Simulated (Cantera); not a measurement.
A Cantera script and what it prints.

```python
import numpy as np
import cantera as ct

gas_names = """
    F FO FO2 F2 F2O Mg MgF MgF2 MgO Mg2 Mg2F4 O O2 O3
""".split()
cond_names = """
    Mg(cr) Mg(L) MgF2(s) MgF2(L) MgO(s) MgO(L)
""".split()


# ... load() reads the species with a 1 bar reference pressure and builds the phases ...
atoms = {
    'MgO': {'Mg': 1, 'O': 1},
    'F2': {'F': 2},
    'O2': {'O': 2},
}
top_T = {}  # K; cautious upper limits of use, not melting points


# ... equilibrate(T, P, feed) seeds the gas with the atoms and calls Mixture.equilibrate('TP', solver="vcs", rtol=1e-11, max_steps=5000) ...
results = []
feed = {'MgO': 1, 'F2': 14, 'O2': 3.5}  # mol
T = 600  # K
P = 13332.2  # Pa
mix = equilibrate(T, P, feed)
results.append((T, P, feed, dict(zip(mix.species_names, mix.species_moles))))
print(gas.report(threshold=1e-06))
for i in range(1, mix.n_phases):
    print(f"{mix.phase(i).name:16s} {mix.phase_moles(i):12.5e} mol")
```

It prints:

```
       temperature   600 K
          pressure   13332 Pa
           density   0.097759 kg/m^3
  mean mol. weight   36.58 kg/kmol
   phase of matter   gas

                          1 kg             1 kmol
                     ---------------   ---------------
          enthalpy        2.7147e+05        9.9304e+06  J
   internal energy        1.3509e+05        4.9417e+06  J
           entropy            6764.5        2.4744e+05  J/K
    Gibbs function       -3.7872e+06       -1.3853e+08  J
 heat capacity c_p            942.73             34485  J/K
 heat capacity c_v            715.43             26170  J/K

                      mass frac. Y      mole frac. X     chem. pot. / RT
                     ---------------   ---------------   ---------------
                 F        0.00017483        0.00033662           -13.722
               FO2        2.8492e-05        2.0437e-05           -42.568
                F2           0.79402           0.76441           -27.445
                O2           0.20577           0.23524           -28.845
     [  +10 minor]        1.3579e-06        9.2015e-07

Mg(cr)            0.00000e+00 mol
MgF2(s)           1.00000e+00 mol
MgO(s)            0.00000e+00 mol
```

These are equilibrium values from Cantera (NASA tables, ideal gas, pure condensed phases), not measurements of a reactor.
